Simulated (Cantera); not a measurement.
**Premixed flame**

A freely propagating, adiabatic, planar premixed flame of 23.0 % H2, 17.1 % O2, 59.9 % N2, unburnt at 423 K and 4.54 atm; mixture-averaged transport, grid criteria slope 0.08 and curve 0.16, no radiation.

Model: the H2/O2 subset of GRI-Mech 3.0, which has no nitrogen chemistry, integrated in Cantera. The hydrogen kinetics of GRI-Mech 3.0 are dated; newer H2 mechanisms differ, most at raised pressure. Burning velocities carry a grid error of a few per cent, more on coarse grids. Lean hydrogen flames are cellular in practice and burn faster than this planar one.

```csv
z (mm),T (K),u (m/s),x H2,x O2,x HO2,x H2O2,x H,x OH
-0.194,423,1.57,0.229,0.171,2.27e-8,<1e-8,<1e-8,<1e-8
-0.129,424,1.57,0.225,0.172,5.09e-7,1.74e-7,<1e-8,<1e-8
-0.0969,426,1.57,0.220,0.173,2.06e-6,7.07e-7,<1e-8,<1e-8
-0.0646,441,1.59,0.205,0.176,1.82e-5,6.06e-6,<1e-8,<1e-8
-0.0323,616,2.12,0.152,0.178,0.000566,0.000109,1.41e-5,3.28e-5
-0.0161,961,3.22,0.106,0.161,0.000769,0.000144,0.000834,0.000645
0,1350,4.48,0.0597,0.127,0.000405,3.39e-5,0.00411,0.00251
0.0161,1615,5.35,0.0285,0.0961,0.000219,5.84e-6,0.00628,0.00598
0.0323,1766,5.84,0.0146,0.0804,0.000133,3.46e-6,0.00560,0.00863
0.0646,1913,6.31,0.00672,0.0716,6.55e-5,2.01e-6,0.00294,0.00963
0.129,2012,6.61,0.00302,0.0693,2.71e-5,1.14e-6,0.000884,0.00762
0.258,2060,6.75,0.00109,0.0691,1.03e-5,6.36e-7,0.000187,0.00490
0.517,2078,6.80,0.000399,0.0694,5.04e-6,4.02e-7,4.28e-5,0.00313
```
x: mole fraction of selected species; z is measured from the peak of heat release.

The laminar burning velocity comes out as 157 cm/s, the thermal thickness comes out as 0.0646 mm and the peak x(HO2) comes out as 0.000869. The peak x(H2O2) is 0.000154 and the peak x(H) is 0.00632. The peak x(OH) comes out as 0.00972.
